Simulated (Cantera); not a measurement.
Input (Python, Cantera) and output of one run.

```python
import numpy as np
import cantera as ct

gas_names = """
    H HBr H2
""".split()
cond_names = """
    BaBr2(s) BaBr2(L) Ba(cr) Ba(L)
""".split()


def load(file, names, dense=False):
    # The tables refer to 1 bar. Condensed volumes are neglected.
    table = {s.name: s for s in ct.Species.list_from_file(file)}
    out = []
    for n in names:
        d = dict(table[n].input_data)
        d["thermo"] = dict(d["thermo"], **{"reference-pressure": 1e5})
        if dense:
            d["equation-of-state"] = {"model": "constant-volume", "density": "1e6 g/cm^3"}
        out.append(ct.Species.from_dict(d))
    return out


species = {s.name: s for s in load("nasa_gas.yaml", gas_names) + load("nasa_condensed.yaml", cond_names)}
# Each term lists the table entries of one substance; the one whose range holds T is used.
reactions = {
    'BaBr2 + 2 H(g) = Ba + 2 HBr(g)':
        [(-1, ['BaBr2(s)', 'BaBr2(L)']), (-2, ['H']), (1, ['Ba(cr)', 'Ba(L)']), (2, ['HBr'])],
    'H2(g) + BaBr2 = Ba + 2 HBr(g)':
        [(-1, ['H2']), (-1, ['BaBr2(s)', 'BaBr2(L)']), (1, ['Ba(cr)', 'Ba(L)']), (2, ['HBr'])],
}


def pick(names, T):
    return next(species[n] for n in names if species[n].thermo.min_temp <= T <= species[n].thermo.max_temp)


results = []
for label, terms in reactions.items():
    print(label)
    print("     T/K   dH/kJ  dS/(J/K)   dG/kJ   log10 K")
    for T in [1473, 1548, 1623, 1698, 1773]:
        used = [(nu, pick(names, T)) for nu, names in terms]
        dH = sum(nu * s.thermo.h(T) for nu, s in used) / 1e6
        dS = sum(nu * s.thermo.s(T) for nu, s in used) / 1e3
        dG = dH - T * dS / 1e3
        logK = -dG * 1e6 / (ct.gas_constant * T * np.log(10))
        results.append((label, T, dH, dS, dG, logK, [s.name for _, s in used]))
        print(f"{T:8g} {dH:8.1f} {dS:8.1f} {dG:8.1f} {logK:8.2f}")
```

It prints:

```
BaBr2 + 2 H(g) = Ba + 2 HBr(g)
     T/K   dH/kJ  dS/(J/K)   dG/kJ   log10 K
    1473    185.5      9.0    172.3    -6.11
    1548    182.7      7.2    171.7    -5.79
    1623    180.0      5.4    171.2    -5.51
    1698    177.3      3.8    170.8    -5.26
    1773    174.6      2.3    170.6    -5.03
H2(g) + BaBr2 = Ba + 2 HBr(g)
     T/K   dH/kJ  dS/(J/K)   dG/kJ   log10 K
    1473    634.9    126.5    448.5   -15.90
    1548    632.8    125.2    439.1   -14.82
    1623    630.7    123.9    429.7   -13.83
    1698    628.7    122.6    420.5   -12.93
    1773    626.6    121.4    411.3   -12.12
```

Standard-state values (1 bar) from the NASA 1993 polynomials, evaluated with Cantera. Condensed species are held in their standard states even where they would react or evaporate.
